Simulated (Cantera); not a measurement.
An adiabatic, constant-volume homogeneous reactor starts with 4.22 % CH4, 7.59 % O2, 88.2 % N2, at 1050 K and 5.00 bar.

Detailed kinetics in Cantera: GRI-Mech 3.0 (53 species, 325 reactions).

x: mole fraction; the columns are a selection and need not sum to one.

```
t (s)     T (K)  P (bar)   x CH4     x O2      x CO    x CH2O     x CO2     x N2O
--------  -----  -------  ------  -------  --------  --------  --------  --------
4.00e-6    1050     5.00  0.0422   0.0759    <1e-12    <1e-12    <1e-12    <1e-12
9.16e-6    1050     5.00  0.0422   0.0759    <1e-12    <1e-12    <1e-12    <1e-12
2.10e-5    1050     5.00  0.0422   0.0759    <1e-12  4.20e-12    <1e-12    <1e-12
4.80e-5    1050     5.00  0.0422   0.0759    <1e-12  2.21e-11    <1e-12    <1e-12
0.000110   1050     5.00  0.0422   0.0759    <1e-12  1.17e-10    <1e-12    <1e-12
0.000252   1050     5.00  0.0422   0.0759    <1e-12  6.34e-10    <1e-12    <1e-12
0.000577   1050     5.00  0.0422   0.0759  1.44e-12       [?]    <1e-12    <1e-12
0.00132    1050     5.00  0.0422   0.0759  2.06e-11       [?]    <1e-12    <1e-12
0.00303    1050     5.00  0.0422   0.0759  3.71e-10       [?]  4.47e-12    <1e-12
0.00693    1050     5.00  0.0422   0.0759   7.49e-9       [?]  6.94e-11  1.53e-12
0.0159     1050     5.00  0.0422   0.0759   8.92e-8       [?]  3.72e-10  4.98e-12
0.0364     1050     5.00  0.0422   0.0759   7.49e-7       [?]   1.54e-9  1.62e-11
0.0833     1051     5.00  0.0421   0.0759   6.85e-6       [?]   1.23e-8  6.53e-11
0.191      1056     5.03  0.0415   0.0754  0.000164       [?]   1.06e-6  5.16e-10
0.437      2077     9.98  <1e-12  4.76e-6    0.0110  2.57e-10    0.0308   8.64e-9
1.00       2077     9.98  <1e-12  4.74e-6    0.0111  2.57e-10    0.0308   8.78e-9
```

Q: Fill in the missing entries.

A: 
- 0.000577, x CH2O: 3.56e-9
- 0.00132, x CH2O: 2.21e-8
- 0.00303, x CH2O: 1.59e-7
- 0.00693, x CH2O: 1.03e-6
- 0.0159, x CH2O: 3.94e-6
- 0.0364, x CH2O: 1.22e-5
- 0.0833, x CH2O: 4.20e-5
- 0.191, x CH2O: 0.000286
